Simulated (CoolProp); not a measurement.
Vapour-liquid equilibrium of propylene (1) + R115 (2) at 0.0354 MPa; x and y are mole fractions of (1).

Model: multi-fluid Helmholtz-energy mixture model, Lemmon 2013 and Lemmon 2016; pair parameters Bell 2016, in CoolProp.

```csv
x,"bubble temperature, mixture model (°C)","bubble temperature, Raoult's law (°C)","y, mixture model","y, Raoult's law"
0.05,-62.6,-60.8,0.162,0.075
0.2,-67.1,-62.2,0.444,0.280
0.35,-69.4,-63.5,0.573,0.458
0.5,-70.3,-64.7,0.642,0.612
0.65,-70.7,-65.9,0.691,0.746
0.8,-70.6,-67.0,0.753,0.864
0.95,-69.4,-68.0,0.897,0.968
```

The largest gap from Raoult's law is -5.9 K in bubble temperature, at x = 0.35. y crosses x between x = 0.65 and 0.8: the model has an azeotrope there.

The pair parameters rest on a limited set of measurements; away from them the model extrapolates.
